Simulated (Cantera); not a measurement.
Input: 1 mol Na₂CO₃, 3.4 mol H₂O, equilibrated at 1075 K and 12.0 Torr.

These are equilibrium values from Cantera (NASA tables, ideal gas, pure condensed phases), not measurements of a reactor. Candidate condensed phases: C, C₆H₆, C₇H₈, C₈H₁₈, H₂O, Na, NaOH, NaO₂, Na₂CO₃, Na₂O, Na₂O₂; 117 gas species. Kinetics and transport are ignored.

Base state: H₂O 0.995, NaOH 0.00345, CO₂ 0.00176, Na₂(OH)₂ 2.81e-5 (mole fractions); condensed: Na₂CO₃(s).

Task: What changes in the equilibrium state with this change: pressure from 12.0 Torr to 82.5 Torr?

Result: 
| species | before | after |
|---|---|---|
| H₂O | 0.995 | 0.999 |
| NaOH | 0.00345 | 0.000951 |
| CO₂ | 0.00176 | 0.000490 |
| Na₂(OH)₂ | 2.81e-5 | 1.47e-5 |
| Na₂CO₃(s), mol | 0.994 | 0.998 |

Task: What changes in the equilibrium state with this change: temperature from 1075 K to 1698.15 K?

Result: 
```tsv
species	before	after
H₂O	0.995	0.462
NaOH	0.00345	0.224
CO₂	0.00176	0.169
Na	7.37e-6	0.114
O₂	3.30e-6	0.0285
NaO	<1e-9	0.000502
CO	4.98e-9	0.000531
O	<1e-9	5.85e-5
H	<1e-9	2.36e-5
OH	2.51e-7	0.00132
Na₂CO₃(s), mol	0.994	0
```

Task: What changes in the equilibrium state with this change: pressure from 12.0 Torr to 1950 Torr?

Result: 
```csv
species,before,after
H₂O,0.995,1.000
CO₂,0.00176,0.000126
NaOH,0.00345,7.93e-5
Na₂(OH)₂,2.81e-5,2.42e-6
"Na₂CO₃(s), mol",0.994,1.000
"NaOH(l), mol",0,0.000573
```
Mutual solubility and eutectic melting of coexisting phases are not modelled.
